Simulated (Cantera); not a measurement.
An isothermal, constant-pressure homogeneous reactor starts with 10.8 % CH4, 89.2 % H2, at 1450 K and 0.00330 bar.

Cantera simulation using GRI-Mech 3.0 (53 species, 325 reactions); the numbers are that mechanism's predictions, not measurements. GRI-Mech 3.0 stops at C3 and has no aromatics, soot or wall deposition, so with more carbon than oxygen in the feed, carbon stays in small species such as C2H2 where larger ones or solid carbon would form. Radical loss at walls, strong at low pressure, is not modelled.

Question: Predict: x(CH4) at 20.0 s; x(H2) at 20.0 s; x(C2H2) at 20.0 s; x(CH2) at 20.0 s; x(CH3) at 20.0 s.

Answer: 
- x(CH4) at 20.0 s: 0.0924 (gas-phase equilibrium 0.000992)
- x(H2) at 20.0 s: 0.901 (gas-phase equilibrium 0.951)
- x(C2H2) at 20.0 s: 0.00655 (gas-phase equilibrium 0.0480)
- x(CH2) at 20.0 s: 1.24e-8 (gas-phase equilibrium 4.47e-10)
- x(CH3) at 20.0 s: 0.000180 (gas-phase equilibrium 3.39e-6)
